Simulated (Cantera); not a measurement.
What does this Cantera script print?

```python
import numpy as np
import cantera as ct

gas = ct.Solution("gri30.yaml")
gas.TPX = 1598, 780000, {'CH4': 1, 'CO2': 1.8, 'H2': 1.2, 'H2O': 0.16}
reactor = ct.IdealGasConstPressureReactor(gas, energy="off", clone=False)
net = ct.ReactorNet([reactor])
net.rtol, net.atol = 1e-08, 1e-18
show = ['CH4', 'CO2', 'H2', 'HO2', 'CH2O', 'HCO', 'H']
times = np.geomspace(2e-05, 4, 14)

steps = ct.SolutionArray(gas, extra=["t"])
rows = []
print(f"{'t/s':>10s}{'T/K':>9s}{'P/Pa':>11s}" + "".join(f"{s:>11s}" for s in show))
for t in times:
    while net.time < t:
        t_next = net.step()
        steps.append(gas.state, t=t_next)
    rows.append([np.interp(t, steps.t, y) for y in (steps.T, steps.P, *steps(*show).X.T)])
    print(f"{t:10.3e}{rows[-1][0]:9.1f}{rows[-1][1]:11.4g}" + "".join(f"{x:11.3e}" for x in rows[-1][2:]))
rate = np.gradient(steps.T, steps.t)
print("integrator steps:", len(steps.t))
if steps.T.max() > steps.T[0] + 200:
    print(f"time of steepest temperature rise: {steps.t[rate.argmax()]:.4e} s")
gas.TPX = 1598, 780000, {'CH4': 1, 'CO2': 1.8, 'H2': 1.2, 'H2O': 0.16}
gas.equilibrate("TP")
print(f"equilibrium (TP): T = {gas.T:.1f} K  " + "  ".join(f"{s} {gas[s].X[0]:.3e}" for s in show))
```

Result:

```
       t/s      T/K       P/Pa        CH4        CO2         H2        HO2       CH2O        HCO          H
 2.000e-05   1598.0    7.8e+05  2.402e-01  4.326e-01  2.884e-01  1.721e-14  1.222e-07  2.384e-11  5.286e-06
 5.114e-05   1598.0    7.8e+05  2.401e-01  4.324e-01  2.883e-01  1.970e-14  5.342e-07  1.205e-10  6.240e-06
 1.308e-04   1598.0    7.8e+05  2.396e-01  4.317e-01  2.880e-01  2.126e-14  1.256e-06  3.277e-10  6.933e-06
 3.345e-04   1598.0    7.8e+05  2.386e-01  4.298e-01  2.870e-01  2.261e-14  1.819e-06  5.981e-10  7.486e-06
 8.553e-04   1598.0    7.8e+05  2.360e-01  4.246e-01  2.845e-01  2.335e-14  1.934e-06  9.341e-10  7.591e-06
 2.187e-03   1598.0    7.8e+05  2.294e-01  4.112e-01  2.789e-01  2.414e-14  1.977e-06  1.690e-09  7.579e-06
 5.593e-03   1598.0    7.8e+05  2.134e-01  3.789e-01  2.669e-01  2.462e-14  2.059e-06  3.453e-09  7.527e-06
 1.430e-02   1598.0    7.8e+05  1.789e-01  3.109e-01  2.437e-01  2.376e-14  2.230e-06  7.072e-09  7.438e-06
 3.658e-02   1598.0    7.8e+05  1.224e-01  2.059e-01  2.145e-01  2.011e-14  2.436e-06  1.285e-08  7.536e-06
 9.353e-02   1598.0    7.8e+05  7.316e-02  1.272e-01  2.119e-01  1.555e-14  2.136e-06  1.937e-08  8.487e-06
 2.392e-01   1598.0    7.8e+05  6.218e-02  1.055e-01  2.363e-01  1.144e-14  1.565e-06  2.388e-08  9.346e-06
 6.117e-01   1598.0    7.8e+05  5.879e-02  8.890e-02  2.725e-01  7.101e-15  1.092e-06  2.869e-08  1.000e-05
 1.564e+00   1598.0    7.8e+05  4.827e-02  7.023e-02  3.187e-01  4.004e-15  7.868e-07  3.443e-08  1.080e-05
 4.000e+00   1598.0    7.8e+05  3.128e-02  5.473e-02  3.648e-01  2.324e-15  6.487e-07  3.953e-08  1.156e-05
integrator steps: 1195
equilibrium (TP): T = 1598.0 K  CH4 2.403e-05  CO2 3.823e-02  H2 4.278e-01  HO2 1.125e-15  CH2O 5.968e-07  HCO 4.546e-08  H 1.255e-05
```

Computed with Cantera and GRI-Mech 3.0 (53 species, 325 reactions).
